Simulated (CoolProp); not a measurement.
A simple Rankine cycle with R236FA: condensing at 332.15 K, boiler at 2.63 MPa, turbine inlet 393.2 K, turbine efficiency 0.6, pump efficiency 0.7, no recuperator. Each further row changes one setting.

Model: reference Helmholtz-energy equation of state, Pan 2012, in CoolProp.

```tsv
case	thermal efficiency (%)	net work (kJ/kg)	heat in (kJ/kg)	turbine exit temperature (K)	volume ratio over the turbine
as stated	5.8	8.76	152	351.5	4.82
condensing temperature 324.15 K	6.6	?	162	347.1	6.07
boiler pressure 1.84 MPa	4.7	7.92	170	370.4	2.77
turbine efficiency 0.5	?	?	152	353.3	4.86
```

### Question
Some entries are withheld; supply them.

### Answer

- condensing temperature 324.15 K, net work (kJ/kg): 10.7
- turbine efficiency 0.5, thermal efficiency (%): 4.6
- turbine efficiency 0.5, net work (kJ/kg): 6.93
